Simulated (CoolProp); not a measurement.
Vapour pressure (MPa) of dodecamethylpentasiloxane (MD3M): the reference equation beside estimates from Tc = 628.0 K, pc = 0.9540 MPa, ω = 0.730.

Values from CoolProp's reference Helmholtz-energy equation of state, Thol 2019.

```csv
T (K),reference,Lee-Kesler,Peng-Robinson
420.8,0.009248,0.009311,0.009891
429.1,0.01246,0.01250,0.01320
437.5,0.01659,0.01660,0.01742
445.9,0.02177,0.02174,0.02270
454.2,0.02810,0.02802,0.02913
462.6,0.03595,0.03579,0.03706
470.9,0.04532,0.04508,0.04654
479.3,0.05670,0.05635,0.05802
487.6,0.07005,0.06957,0.07148
496,0.08596,0.08534,0.08753
504.3,0.1043,0.1035,0.1061
512.7,0.1259,0.1249,0.1279
521,0.1505,0.1493,0.1527
```

Absolute difference from the reference over all 13 rows, mean and median: Lee-Kesler 0.5 and 0.6 %, Peng-Robinson 3.3 and 2.7 %.
